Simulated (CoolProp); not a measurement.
Vapour-liquid equilibrium of nitrogen (1) + oxygen (2) at -177.65 °C; x and y are mole fractions of (1).

The numbers come from the multi-fluid Helmholtz-energy mixture model, Span 2000 and Schmidt 1985; pair parameters Gernert 2013 in CoolProp.

Problem. Give the bubble pressure and the first vapour's composition at x = 0.45, 0.85, 0.95. Is there an azeotrope?

Solution. x = 0.45: 3.530 bar, y = 0.705; x = 0.85: 5.022 bar, y = 0.936; x = 0.95: 5.415 bar, y = 0.979. No azeotrope shows between x = 0.05 and 0.95.

The pair parameters rest on a limited set of measurements; away from them the model extrapolates.
